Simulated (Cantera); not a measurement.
Input: 1 mol Si, a varied amount of HF, at 525 K and 75.0 Torr.

Method: chemical equilibrium by Gibbs-energy minimisation in Cantera with the NASA 1993 tables (ideal gas, pure condensed phases). Candidate condensed phases: Si; 25 gas species. Equilibrium is a limit: real reactors are often held back by kinetics, nucleation or transport.

Task: At 6.5 mol HF, list the 4 most abundant gas species with their mole fractions, and the condensed phases.

Result: HF 0.455, H2 0.364, SiF4 0.182, H2F2 2.04e-5. Condensed: gas only.
